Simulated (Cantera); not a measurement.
A perfectly stirred reactor is fed with CH₄ : O₂ : N₂ = 1 : 4.76 : 17.9 (molar parts), equivalence ratio 0.42, at 3.75 atm; it is adiabatic with a 725 K inlet, and is followed from long to short residence time, starting on the burning branch (τ in s: 0.082, 0.034, 0.014, 0.0056, 0.0023, 0.00094, 0.00039, 0.00016, 6.4e-05, 2.6e-05, 1.1e-05).

Computed with Cantera and GRI-Mech 3.0 (53 species, 325 reactions).

### Question
What does this change do: inlet temperature 725 to 398 K?

### Answer
| quantity | before | after |
|---|---|---|
| blow-out, bracketed by the residence times tried | burning at 0.390 ms, out at 0.160 ms | burning at 14.0 ms, out at 5.60 ms |
| x(CH₄) at τ = 82.0 ms | 1.07e-5 | 8.52e-5 |
| x(O₂) at τ = 82.0 ms | 0.117 | 0.117 |
| x(CH₂) at τ = 82.0 ms | 7.04e-9 | 4.93e-9 |
| x(CO) at τ = 82.0 ms | 0.000133 | 0.000731 |
| x(C₂H₄) at τ = 82.0 ms | 5.46e-9 | 9.77e-7 |
| x(CH₄) at τ = 0.940 ms | 0.000241 | 0.0423 |
| x(O₂) at τ = 0.940 ms | 0.118 | 0.201 |
| x(CH₂) at τ = 0.940 ms | 3.66e-7 | <1e-12 |
| x(CO) at τ = 0.940 ms | 0.00344 | <1e-12 |
| x(C₂H₄) at τ = 0.940 ms | 3.69e-7 | <1e-12 |
